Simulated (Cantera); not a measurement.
A perfectly stirred reactor is fed with H2 : O2 : N2 = 0.97 : 1 : 0.91 (molar parts), equivalence ratio 0.48, at 338 Torr; it is held at 1300 K, and followed from long to short residence time.

Computed with Cantera and the H2/O2 subset of GRI-Mech 3.0, which has no nitrogen chemistry. The temperature is held fixed by assumption; the heat of reaction is taken as removed at once.

x: mole fraction; the columns are a selection and need not sum to one.

| τ (s) | x H2 | x O2 | x H | x O | x OH | x HO2 |
|---|---|---|---|---|---|---|
| 0.39 | 0.000246 | 0.215 | 6.11e-6 | … | 0.000474 | 9.66e-6 |
| 0.16 | 0.000445 | 0.215 | 1.50e-5 | … | 0.000635 | 1.64e-5 |
| 0.068 | 0.000783 | 0.215 | 3.55e-5 | … | 0.000843 | 2.63e-5 |
| 0.028 | 0.00140 | 0.215 | 8.64e-5 | … | 0.00114 | 4.09e-5 |
| 0.012 | 0.00240 | 0.215 | 0.000202 | … | 0.00152 | 5.88e-5 |
| 0.0050 | 0.00412 | 0.215 | 0.000482 | … | 0.00208 | 8.01e-5 |
| 0.0021 | 0.00695 | 0.216 | 0.00114 | … | 0.00286 | 0.000101 |
| 0.00087 | 0.0116 | 0.217 | 0.00269 | … | 0.00397 | 0.000121 |

Task: Complete the blanks.

Result: 
- 0.39, x O: 4.93e-5
- 0.16, x O: 9.20e-5
- 0.068, x O: 0.000168
- 0.028, x O: 0.000312
- 0.012, x O: 0.000561
- 0.0050, x O: 0.00102
- 0.0021, x O: 0.00180
- 0.00087, x O: 0.00316
